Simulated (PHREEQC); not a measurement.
Dissolve 0.0035 mol Pb(NO3)2, 0.0062 mol HF and 0.024 mol Na2SO4 per kg of water at 25 °C. Closed to the air; pH follows from the charge balance.

Equilibrium calculation in PHREEQC: ion-association model, wateq4f.dat.

```csv
quantity,before,after
pH,2.92,3.06
ionic strength (mol/kgw),0.0700,0.0365
HF (mol/kgw),0.00351,0.00158
F- (mol/kgw),0.00249,0.00147
Pb+2 (mol/kgw),0.00116,0.000705
PbNO3+ (mol/kgw),4.81e-5,1.78e-5
SI of PbF2 (PbF2),-1.29,-1.84
SI of Pb(OH)2 (Pb(OH)2),-5.64,-5.48
```

**Question.** Name the change that produced these shifts.
A) Na2SO4 from 0.024 to 0.0024 mol/kgw
B) diluted 2-fold with water
C) HF from 0.0062 to 0.0093 mol/kgw
D) Na2SO4 left out

**Answer.** B, diluted 2-fold with water

Precipitation was switched off in this run. Some of these states are supersaturated (in Anglesite, for instance).
